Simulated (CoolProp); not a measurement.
Cyclohexane at 421.56 K and 1.44 MPa is throttled through a valve to 0.116 MPa with no heat exchange. Each further row changes one setting.

Model: reference Helmholtz-energy equation of state, Zhou 2014, in CoolProp.

| case | temperature change (K) | final phase | final density (kg/m³) |
|---|---|---|---|
| as stated | ? | ? | 8.16 |
| outlet pressure 0.0348 MPa | ? | two-phase, vapour fraction 0.588 | ? |
| outlet pressure 0.151 MPa | ? | ? | 11.9 |

Some entries are withheld; supply them.


- as stated, temperature change (K): -63.1
- as stated, final phase: two-phase, vapour fraction 0.416
- outlet pressure 0.0348 MPa, temperature change (K): -99.5
- outlet pressure 0.0348 MPa, final density (kg/m³): 1.89
- outlet pressure 0.151 MPa, temperature change (K): -53.8
- outlet pressure 0.151 MPa, final phase: two-phase, vapour fraction 0.365
